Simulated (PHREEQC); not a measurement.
Consider water at 25 °C with 6.8e-05 mol/kgw Ca(HCO3)2 and 0.00036 mol/kgw NaF. Closed to the air; pH follows from the charge balance.

Model: ion-association model, phreeqc.dat, run in PHREEQC.

The pH is 8.11. The ionic strength is 0.000564 mol/kgw and the total alkalinity is 0.136 meq/kg.

| species | molality | activity | log γ |
|---|---|---|---|
| F- | 0.000360 | 0.000350 | -0.012 |
| Na+ | 0.000360 | 0.000350 | -0.012 |
| HCO3- | 0.000133 | 0.000129 | -0.012 |
| Ca+2 | 6.78e-5 | 6.09e-5 | -0.047 |
| CO2 | 2.27e-6 | 2.27e-6 | 0.000 |
| OH- | 1.33e-6 | 1.30e-6 | -0.012 |
| CO3-2 | 8.63e-7 | 7.75e-7 | -0.047 |
| CaHCO3+ | 1.03e-7 | 1.00e-7 | -0.012 |
| CaCO3 | 7.93e-8 | 7.94e-8 | 0.000 |
| NaF | 7.06e-8 | 7.06e-8 | 0.000 |
| NaHCO3 | 2.54e-8 | 2.54e-8 | 0.000 |
| H+ | 8.02e-9 | 7.81e-9 | -0.011 |
| NaCO3- | 5.20e-9 | 5.06e-9 | -0.012 |
| HF | 4.10e-9 | 4.10e-9 | 0.000 |

No solid was allowed to form. Species that the database lacks are ignored.
